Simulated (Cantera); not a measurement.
What does this Cantera script print?

```python
import numpy as np
import cantera as ct

gas_names = """
    CL CL2 H HCL H2 Si SiCL SiCL2 SiCL3 SiCL4 SiH SiHCL3 SiH2 SiH2CL2 SiH3 SiH3CL SiH4 Si2 Si3
""".split()
cond_names = """
    Si(cr) Si(L)
""".split()


# ... load() reads the species with a 1 bar reference pressure and builds the phases ...
atoms = {
    'SiCl4': {'Si': 1, 'CL': 4},
    'Cl2': {'CL': 2},
    'H2': {'H': 2},
}
top_T = {}  # K; cautious upper limits of use, not melting points


# ... equilibrate(T, P, feed) seeds the gas with the atoms and calls Mixture.equilibrate('TP', solver="vcs", rtol=1e-11, max_steps=5000) ...
results = []
feed = {'SiCl4': 1, 'Cl2': 0.017, 'H2': 500}  # mol
T = 850  # K
P = 10000  # Pa
mix = equilibrate(T, P, feed)
results.append((T, P, feed, dict(zip(mix.species_names, mix.species_moles))))
x = sorted(zip(gas.X, gas.species_names), reverse=True)
print(f"T = {T:g} K  P = {P:g} Pa  gas = {mix.phase_moles(0):.4g} mol")
print("   x: " + "  ".join(f"{s} {v:.3e}" for v, s in x if v > 0.001))
print("   condensed (mol): " + ("  ".join(f"{mix.phase(i).name} {mix.phase_moles(i):.4g}"
      for i in range(1, mix.n_phases) if mix.phase_moles(i) > 1e-12) or "none"))
```

Output:

```
T = 850 K  P = 10000 Pa  gas = 501 mol
   x: H2 9.966e-01  HCL 1.456e-03
   condensed (mol): Si(cr) 0.02481
```

These are equilibrium values from Cantera (NASA tables, ideal gas, pure condensed phases), not measurements of a reactor.
